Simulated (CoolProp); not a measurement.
Computed with CoolProp (reference Helmholtz-energy equation of state, McLinden 2015).

Problem. Give the vapour pressure (bar), liquid density (kg/m³), vapour density (kg/m³), liquid cp (kJ/(kg K)) of saturated the fluoroketone C6F12O (FK-5-1-12) at 39.55 °C.

Solution. 
| T (°C) | p (bar) | liquid density (kg/m³) | vapour density (kg/m³) | liquid cp (kJ/(kg K)) |
|---|---|---|---|---|
| 39.55 | 0.720 | 1560 | 9.21 | 1.11 |
